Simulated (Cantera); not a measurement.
What does this Cantera script print?

```python
import numpy as np
import cantera as ct

gas = ct.Solution("gri30.yaml")
gas.TPX = 2175, 13332, {'CH4': 1, 'CO2': 0.52}
reactor = ct.IdealGasConstPressureReactor(gas, energy="off", clone=False)
net = ct.ReactorNet([reactor])
net.rtol, net.atol = 1e-08, 1e-18
show = ['CH4', 'CO2', 'H', 'HO2', 'C2H2', 'O', 'CH2']
times = np.geomspace(8e-06, 30, 11)

steps = ct.SolutionArray(gas, extra=["t"])
rows = []
print(f"{'t/s':>10s}{'T/K':>9s}{'P/Pa':>11s}" + "".join(f"{s:>11s}" for s in show))
for t in times:
    while net.time < t:
        t_next = net.step()
        steps.append(gas.state, t=t_next)
    rows.append([np.interp(t, steps.t, y) for y in (steps.T, steps.P, *steps(*show).X.T)])
    print(f"{t:10.3e}{rows[-1][0]:9.1f}{rows[-1][1]:11.4g}" + "".join(f"{x:11.3e}" for x in rows[-1][2:]))
rate = np.gradient(steps.T, steps.t)
print("integrator steps:", len(steps.t))
if steps.T.max() > steps.T[0] + 200:
    print(f"time of steepest temperature rise: {steps.t[rate.argmax()]:.4e} s")
gas.TPX = 2175, 13332, {'CH4': 1, 'CO2': 0.52}
gas.equilibrate("TP")
print(f"equilibrium (TP): T = {gas.T:.1f} K  " + "  ".join(f"{s} {gas[s].X[0]:.3e}" for s in show))
```

Output:

```
       t/s      T/K       P/Pa        CH4        CO2          H        HO2       C2H2          O        CH2
 8.000e-06   2175.0  1.333e+04  6.469e-01  3.406e-01  9.198e-05  9.801e-12  1.565e-06  2.457e-09  5.152e-06
 3.635e-05   2175.0  1.333e+04  5.841e-01  3.313e-01  4.406e-04  1.592e-11  1.215e-03  1.477e-08  5.878e-05
 1.652e-04   2175.0  1.333e+04  2.048e-01  2.300e-01  2.999e-03  7.023e-11  1.023e-01  1.245e-07  9.896e-05
 7.504e-04   2175.0  1.333e+04  3.458e-02  9.191e-02  4.444e-03  1.359e-10  1.709e-01  3.220e-07  5.921e-05
 3.410e-03   2175.0  1.333e+04  8.022e-03  1.257e-02  6.195e-03  8.237e-11  1.475e-01  6.394e-07  4.103e-05
 1.549e-02   2175.0  1.333e+04  3.662e-03  3.322e-03  7.836e-03  5.814e-12  9.512e-02  2.606e-07  2.055e-05
 7.039e-02   2175.0  1.333e+04  3.194e-04  1.648e-05  1.007e-02  1.769e-16  7.839e-02  2.144e-09  2.688e-06
 3.198e-01   2175.0  1.333e+04  9.401e-05  2.313e-08  1.018e-02  4.374e-22  7.843e-02  6.011e-12  8.140e-07
 1.453e+00   2175.0  1.333e+04  9.401e-05  2.313e-08  1.018e-02  4.374e-22  7.843e-02  6.011e-12  8.140e-07
 6.603e+00   2175.0  1.333e+04  9.401e-05  2.313e-08  1.018e-02  4.374e-22  7.843e-02  6.011e-12  8.140e-07
 3.000e+01   2175.0  1.333e+04  9.401e-05  2.313e-08  1.018e-02  4.374e-22  7.843e-02  6.011e-12  8.140e-07
integrator steps: 1660
equilibrium (TP): T = 2175.0 K  CH4 9.425e-05  CO2 2.320e-08  H 1.018e-02  HO2 4.402e-22  C2H2 7.843e-02  O 6.029e-12  CH2 8.161e-07
```

Computed with Cantera and GRI-Mech 3.0 (53 species, 325 reactions). GRI-Mech 3.0 stops at C3 and has no aromatics, soot or wall deposition, so with more carbon than oxygen in the feed, carbon stays in small species such as C2H2 where larger ones or solid carbon would form.
